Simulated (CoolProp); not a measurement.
Saturation properties of R1224YDZ.

Computed with CoolProp (reference Helmholtz-energy equation of state, Akasaka 2023).

| T (°C) | p (MPa) | liquid density (kg/m³) | vapour density (kg/m³) |
|---|---|---|---|
| -57.85 | 0.001843 | 1569 | 0.1535 |
| -51.65 | 0.002946 | 1554 | 0.2388 |
| -45.55 | 0.004534 | 1539 | 0.3584 |
| -39.35 | 0.006835 | 1524 | 0.5270 |
| -33.25 | 0.009980 | 1509 | 0.7518 |
| -27.05 | 0.01432 | 1494 | 1.055 |
| -20.85 | 0.02012 | 1479 | 1.450 |
| -14.75 | 0.02757 | 1464 | 1.948 |

It boils at 14.9 °C under 1 atm.
